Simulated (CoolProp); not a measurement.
Vapour-liquid equilibrium of R134a (1) + R236FA (2) at 50.2 kPa; x and y are mole fractions of (1).

The numbers come from the multi-fluid Helmholtz-energy mixture model, Tillner-Roth 1994 and Pan 2012; pair parameters Bell 2016 in CoolProp.

| x | bubble temperature (K) | y at the bubble point | dew temperature at overall composition x (K) | liquid density (mol/L) |
|---|---|---|---|---|
| 0.05 | 254.0 | 0.132 | 255.3 | 9.998 |
| 0.2 | 249.0 | 0.427 | 253.0 | 10.52 |
| 0.35 | 244.9 | 0.623 | 250.5 | 11.07 |
| 0.5 | 241.4 | 0.760 | 247.6 | 11.65 |
| 0.65 | 238.4 | 0.858 | 244.3 | 12.27 |
| 0.8 | 235.8 | 0.930 | 240.2 | 12.94 |
| 0.95 | 233.5 | 0.985 | 235.0 | 13.65 |

No azeotrope shows between x = 0.05 and 0.95.

The pair parameters rest on a limited set of measurements; away from them the model extrapolates.
